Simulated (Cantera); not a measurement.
Cantera run:

```python
import numpy as np
import cantera as ct

gas_names = """
    C CO CO2 C2 C2O C3 C3O2 C4 C5 Mg MgO Mg2 O O2 O3
""".split()
cond_names = """
    C(gr) Mg(cr) Mg(L) MgCO3(s) MgO(s) MgO(L)
""".split()


# ... load() reads the species with a 1 bar reference pressure and builds the phases ...
atoms = {
    'MgO': {'Mg': 1, 'O': 1},
    'C': {'C': 1},
    'CO': {'C': 1, 'O': 1},
}
top_T = {'C(gr)': 4500}  # K; cautious upper limits of use, not melting points


# ... equilibrate(T, P, feed) seeds the gas with the atoms and calls Mixture.equilibrate('TP', solver="vcs", rtol=1e-11, max_steps=5000) ...
results = []
feed = {'MgO': 1, 'C': 5.5, 'CO': 2.9}  # mol
T = 1375  # K
for P in [10, 68, 460, 3200, 22000, 150000, 1000000]:
    mix = equilibrate(T, P, feed)
    results.append((T, P, feed, dict(zip(mix.species_names, mix.species_moles))))

top = {s: max(r[3][s] / sum(r[3][g] for g in gas_names) for r in results) for s in gas_names}
cols = sorted((s for s in top if top[s] > 0.001), key=lambda s: -top[s])[:7]
seen = [c for c in cond_names if any(r[3].get(c, 0) > 1e-12 for r in results)]
print("log10 of partial pressures in bar; condensed amounts in mol")
print(f"{'P/Pa':>10s}" + "".join(f"{s[:9]:>10s}" for s in cols + seen))
for T, P, feed, n in results:
    ng = sum(n[g] for g in gas_names)
    print(f"{P:10.4g}" + "".join(f"{np.log10(max(n[s] / ng * P / 1e5, 1e-99)):10.3f}" for s in cols)
          + "".join(f"{n.get(c, 0):10.4g}" for c in seen))
```

Output:

```
log10 of partial pressures in bar; condensed amounts in mol
      P/Pa        CO        Mg       CO2     C(gr)    MgO(s)
        10    -4.099    -4.690   -10.851       4.5         0
        68    -3.174    -5.024    -9.000     5.458    0.9585
       460    -2.337    -5.860    -7.327     5.499    0.9991
      3200    -1.495    -6.703    -5.642       5.5         1
   2.2e+04    -0.658    -7.540    -3.968     5.501         1
   1.5e+05     0.175    -8.372    -2.303      5.51         1
     1e+06     0.991    -9.188    -0.671     5.561         1
```

Equilibrium computed with Cantera from the NASA thermochemical tables; the gas is ideal and each condensed phase is pure.
